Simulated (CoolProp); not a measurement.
Vapour pressure (MPa) of isohexane: the reference equation beside estimates from Tc = 497.7 K, pc = 3.043 MPa, ω = 0.280. Clausius-Clapeyron is anchored at 334.4 K with a constant enthalpy of vaporisation of 27.77 kJ/mol.

Model: reference Helmholtz-energy equation of state, Lemmon 2006, in CoolProp. It is a short technical equation, of lower accuracy than the large ones.

```
T (K)  reference  Lee-Kesler  Clausius-Clapeyron  van der Waals  Redlich-Kwong  Soave-Redlich-Kwong  Peng-Robinson
-----  ---------  ----------  ------------------  -------------  -------------  -------------------  -------------
262.1   0.004962    0.004730            0.006657         0.1192        0.01371             0.004841       0.005141
280.2    0.01269     0.01225             0.01516         0.1812        0.03089              0.01244        0.01294
298.2    0.02829     0.02763             0.03114         0.2622        0.06139              0.02788        0.02854
316.3    0.05687     0.05614             0.05912         0.3655         0.1112              0.05635        0.05700
334.4     0.1047      0.1043              0.1047         0.4932         0.1864               0.1043         0.1046
352.5     0.1794      0.1798              0.1749         0.6473         0.2935               0.1796         0.1788
370.5     0.2889      0.2906              0.2772         0.8288         0.4380               0.2906         0.2880
388.6     0.4438      0.4472              0.4218          1.041         0.6279               0.4485         0.4431
406.7     0.6543      0.6593              0.6184          1.286         0.8685               0.6636         0.6548
424.7     0.9298      0.9361              0.8759          1.562          1.164               0.9456         0.9331
```

Absolute difference from the reference over all 10 rows, mean and median: Lee-Kesler 1.5 and 0.8 %, Clausius-Clapeyron 9.0 and 5.2 %, van der Waals 611.8 and 315.9 %, Redlich-Kwong 82.5 and 70.8 %, Soave-Redlich-Kwong 1.2 and 1.2 %, Peng-Robinson 0.8 and 0.3 %.
